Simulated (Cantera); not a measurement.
A Cantera script and its output.

```python
import numpy as np
import cantera as ct

gas = ct.Solution("h2o2.yaml")
gas.TPX = 350, 90000, {'H2': 1, 'O2': 0.568, 'N2': 2.14}
flame = ct.FreeFlame(gas, width=0.043)
flame.set_refine_criteria(ratio=3, slope=0.08, curve=0.16)
flame.transport_model = "mixture-averaged"
flame.solve(loglevel=0, auto=True)
z, T = flame.grid, flame.T
thick = (T[-1] - T[0]) / np.gradient(T, z).max()
show = ['H2', 'O2', 'OH', 'HO2', 'H2O2', 'O']
print(f"laminar burning velocity  {flame.velocity[0] * 100:.3f} cm/s")
print(f"burnt temperature         {T[-1]:.1f} K")
print(f"thermal thickness         {thick * 1e3:.4f} mm")
print(f"grid points               {len(z)}")
z0 = z[flame.heat_release_rate.argmax()]
print(f"{'z/mm':>9s}{'T/K':>9s}{'u/(m/s)':>9s}" + "".join(f"{s:>11s}" for s in show))
rows = []
for k in (-3, -2, -1.5, -1, -0.5, -0.25, 0, 0.25, 0.5, 1, 2, 4, 8):
    zz = z0 + k * thick
    rows.append([k * thick, np.interp(zz, z, T), np.interp(zz, z, flame.velocity),
                 *(np.interp(zz, z, flame.X[gas.species_index(s)]) for s in show)])
    print(f"{rows[-1][0] * 1e3:9.3f}{rows[-1][1]:9.1f}{rows[-1][2]:9.3f}" + "".join(f"{x:11.3e}" for x in rows[-1][3:]))
```

Result:

```
laminar burning velocity  253.700 cm/s
burnt temperature         2288.3 K
thermal thickness         0.4155 mm
grid points               105
     z/mm      T/K  u/(m/s)         H2         O2         OH        HO2       H2O2          O
   -1.246    350.0    2.537  2.697e-01  1.532e-01  1.502e-15  1.674e-12  1.603e-13  4.582e-13
   -0.831    350.0    2.537  2.697e-01  1.532e-01  8.005e-14  1.384e-10  1.376e-11  2.089e-11
   -0.623    350.0    2.537  2.696e-01  1.532e-01  2.240e-12  3.108e-09  3.140e-10  2.980e-10
   -0.415    350.2    2.536  2.691e-01  1.533e-01  5.830e-10  1.252e-07  1.294e-08  6.394e-09
   -0.208    367.5    2.631  2.594e-01  1.551e-01  6.115e-06  7.015e-05  8.153e-06  1.059e-06
   -0.104    630.7    4.356  2.176e-01  1.517e-01  9.396e-04  3.361e-04  8.749e-05  1.358e-04
    0.000   1095.3    7.321  1.365e-01  1.207e-01  2.167e-03  1.168e-04  1.411e-05  2.872e-03
    0.104   1420.7    9.394  6.322e-02  7.018e-02  6.827e-03  5.470e-05  4.378e-06  8.603e-03
    0.208   1593.5   10.485  3.653e-02  4.645e-02  1.064e-02  3.148e-05  2.506e-06  1.067e-02
    0.415   1762.7   11.503  2.897e-02  3.746e-02  1.349e-02  2.022e-05  1.227e-06  9.728e-03
    0.831   1922.1   12.421  2.493e-02  3.317e-02  1.462e-02  1.340e-05  6.322e-07  7.300e-03
    1.662   2060.5   13.190  1.932e-02  2.949e-02  1.416e-02  8.382e-06  3.802e-07  4.849e-03
    3.324   2167.3   13.765  1.329e-02  2.659e-02  1.239e-02  5.150e-06  2.635e-07  2.908e-03
```

Model: the H2/O2 subset of GRI-Mech 3.0, which has no nitrogen chemistry, integrated in Cantera. Burning velocities carry a grid error of a few per cent, more on coarse grids.
